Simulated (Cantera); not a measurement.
A Cantera script and its output.

```python
import numpy as np
import cantera as ct

gas = ct.Solution("gri30.yaml")
gas.TPX = 1650, 73000, {'CH4': 1, 'H2': 0.25, 'O2': 2.41, 'N2': 9.08}
reactor = ct.IdealGasConstPressureReactor(gas, energy="on", clone=False)
net = ct.ReactorNet([reactor])
net.rtol, net.atol = 1e-08, 1e-16
show = ['CH4', 'H2', 'O2', 'H2O', 'CO2']
times = np.geomspace(7e-06, 0.6, 16)

steps = ct.SolutionArray(gas, extra=["t"])
rows = []
print(f"{'t/s':>10s}{'T/K':>9s}{'P/Pa':>11s}" + "".join(f"{s:>11s}" for s in show))
for t in times:
    while net.time < t:
        t_next = net.step()
        steps.append(gas.state, t=t_next)
    rows.append([np.interp(t, steps.t, y) for y in (steps.T, steps.P, *steps(*show).X.T)])
    print(f"{t:10.3e}{rows[-1][0]:9.1f}{rows[-1][1]:11.4g}" + "".join(f"{x:11.3e}" for x in rows[-1][2:]))
rate = np.gradient(steps.T, steps.t)
print("integrator steps:", len(steps.t))
if steps.T.max() > steps.T[0] + 200:
    print(f"time of steepest temperature rise: {steps.t[rate.argmax()]:.4e} s")
gas.TPX = 1650, 73000, {'CH4': 1, 'H2': 0.25, 'O2': 2.41, 'N2': 9.08}
gas.equilibrate("HP")
print(f"equilibrium (HP): T = {gas.T:.1f} K  " + "  ".join(f"{s} {gas[s].X[0]:.3e}" for s in show))
```

Output:

```
       t/s      T/K       P/Pa        CH4         H2         O2        H2O        CO2
 7.000e-06   1650.0    7.3e+04  7.848e-02  1.962e-02  1.892e-01  2.763e-06  1.263e-10
 1.493e-05   1649.9    7.3e+04  7.847e-02  1.962e-02  1.892e-01  9.558e-06  1.194e-09
 3.183e-05   1649.9    7.3e+04  7.842e-02  1.962e-02  1.891e-01  4.107e-05  1.614e-08
 6.787e-05   1650.1    7.3e+04  7.812e-02  1.957e-02  1.890e-01  2.636e-04  4.430e-07
 1.447e-04   1663.8    7.3e+04  7.347e-02  1.972e-02  1.860e-01  4.089e-03  4.605e-05
 3.086e-04   2547.6    7.3e+04  1.900e-16  2.009e-02  4.047e-02  1.257e-01  3.700e-02
 6.581e-04   2724.4    7.3e+04  4.067e-16  1.580e-02  3.663e-02  1.372e-01  4.253e-02
 1.403e-03   2742.8    7.3e+04  4.801e-16  1.530e-02  3.488e-02  1.389e-01  4.336e-02
 2.993e-03   2738.5    7.3e+04  5.004e-16  1.541e-02  3.317e-02  1.392e-01  4.331e-02
 6.382e-03   2735.7    7.3e+04  5.135e-16  1.548e-02  3.212e-02  1.394e-01  4.328e-02
 1.361e-02   2735.3    7.3e+04  5.156e-16  1.549e-02  3.196e-02  1.394e-01  4.327e-02
 2.902e-02   2735.3    7.3e+04  5.156e-16  1.549e-02  3.196e-02  1.394e-01  4.327e-02
 6.188e-02   2735.3    7.3e+04  5.156e-16  1.549e-02  3.196e-02  1.394e-01  4.327e-02
 1.320e-01   2735.3    7.3e+04  5.156e-16  1.549e-02  3.196e-02  1.394e-01  4.327e-02
 2.814e-01   2735.3    7.3e+04  5.156e-16  1.549e-02  3.196e-02  1.394e-01  4.327e-02
 6.000e-01   2735.3    7.3e+04  5.156e-16  1.549e-02  3.196e-02  1.394e-01  4.327e-02
integrator steps: 1714
time of steepest temperature rise: 2.1459e-04 s
equilibrium (HP): T = 2735.3 K  CH4 6.983e-16  H2 1.549e-02  O2 3.196e-02  H2O 1.394e-01  CO2 4.327e-02
```

Computed with Cantera and GRI-Mech 3.0 (53 species, 325 reactions).
